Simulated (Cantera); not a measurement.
# Ignition delay

Mixture: 4.21 % CH4, 15.9 % O2, 59.7 % N2, 20.2 % H2O, equivalence ratio 0.53, at 11300 Torr, adiabatic and at constant pressure. Ignition delay is the time to a rise of 400 K.

Detailed kinetics in Cantera: GRI-Mech 3.0 (53 species, 325 reactions). The pressure lies above the range GRI-Mech 3.0 was tuned for (to about 10 atm).

| T0 (K) | delay (ms) |
|---|---|
| 1250 | 1.62 |
| 1350 | 0.560 |
| 1450 | 0.215 |
| 1550 | 0.0882 |
| 1650 | 0.0380 |
| 1750 | 0.0174 |
| 1850 | 0.00867 |
| 1950 | 0.00474 |
| 2050 | 0.00288 |
| 2150 | 0.00195 |

| Property | Result |
|---|---|
| apparent activation energy between 1950 and 2150 K | 150 kJ/mol |
